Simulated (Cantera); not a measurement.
Cantera run:

```python
import numpy as np
import cantera as ct

gas_names = [...]  # 113 gases of nasa_gas.yaml made of C, H, O, Ta
cond_names = """
    C(gr) C6H6(L) C7H8(L) C8H18(L),n-octa H2O(s) H2O(L) Ta(cr) Ta(L) TaC(s) TaC(L) Ta2O5(s) Ta2O5(L)
""".split()


# ... load() reads the species with a 1 bar reference pressure and builds the phases ...
atoms = {
    'Ta(OEt)5': {'Ta': 1, 'C': 10, 'H': 25, 'O': 5},
    'O2': {'O': 2},
    'H2': {'H': 2},
}
top_T = {'C(gr)': 4500}  # K; cautious upper limits of use, not melting points


# ... equilibrate(T, P, feed) seeds the gas with the atoms and calls Mixture.equilibrate('TP', solver="vcs", rtol=1e-11, max_steps=5000) ...
results = []
T = 2500  # K
P = 101325  # Pa
for m in [53, 63, 76, 90, 110, 130, 150, 180, 220, 260, 320, 380, 450]:
    feed = {'Ta(OEt)5': 1, 'O2': 0.013, 'H2': m}  # mol
    mix = equilibrate(T, P, feed)
    results.append((T, P, feed, dict(zip(mix.species_names, mix.species_moles))))

top = {s: max(r[3][s] / sum(r[3][g] for g in gas_names) for r in results) for s in gas_names}
cols = sorted((s for s in top if top[s] > 1e-06), key=lambda s: -top[s])[:8]
seen = [c for c in cond_names if any(r[3].get(c, 0) > 1e-12 for r in results)]
print("log10 of partial pressures in bar; condensed amounts in mol")
print(f"{'n(H2)':>10s}" + "".join(f"{s[:9]:>10s}" for s in cols + seen))
for T, P, feed, n in results:
    ng = sum(n[g] for g in gas_names)
    print(f"{feed['H2']:10.4g}" + "".join(f"{np.log10(max(n[s] / ng * P / 1e5, 1e-99)):10.3f}" for s in cols)
          + "".join(f"{n.get(c, 0):10.4g}" for c in seen))
```

Result:

```
log10 of partial pressures in bar; condensed amounts in mol
     n(H2)        H2        CO         H C2H2,acet       CH4       CH3      C4H2       C2H     C(gr)    TaC(s)
        53    -0.042    -1.147    -1.621    -2.008    -3.908    -4.232    -4.358    -4.730      2.56         1
        63    -0.038    -1.204    -1.619    -2.004    -3.900    -4.225    -4.354    -4.728     2.344         1
        76    -0.034    -1.269    -1.617    -2.000    -3.892    -4.219    -4.350    -4.726     2.063         1
        90    -0.031    -1.330    -1.615    -1.997    -3.885    -4.215    -4.346    -4.725      1.76         1
       110    -0.027    -1.404    -1.613    -1.993    -3.879    -4.210    -4.343    -4.723     1.328         1
       130    -0.025    -1.467    -1.612    -1.991    -3.874    -4.206    -4.341    -4.722    0.8957         1
       150    -0.023    -1.522    -1.611    -1.989    -3.870    -4.203    -4.339    -4.721    0.4634         1
       180    -0.021    -1.594    -1.610    -2.007    -3.876    -4.210    -4.376    -4.740         0         1
       220    -0.018    -1.674    -1.609    -2.087    -3.911    -4.247    -4.539    -4.821         0         1
       260    -0.016    -1.742    -1.608    -2.154    -3.942    -4.279    -4.676    -4.889         0         1
       320    -0.014    -1.827    -1.607    -2.239    -3.982    -4.320    -4.848    -4.975         0         1
       380    -0.013    -1.898    -1.606    -2.310    -4.015    -4.354    -4.992    -5.047         0         1
       450    -0.012    -1.968    -1.605    -2.381    -4.049    -4.388    -5.135    -5.119         0         1
```

Cantera equilibrium calculation (NASA polynomials, part measured and part estimated; ideal gas, pure solids and liquids). The feed counts by its element totals alone. TaC: taken at fixed stoichiometry. Condensed phases not in the tables: Ta2C.
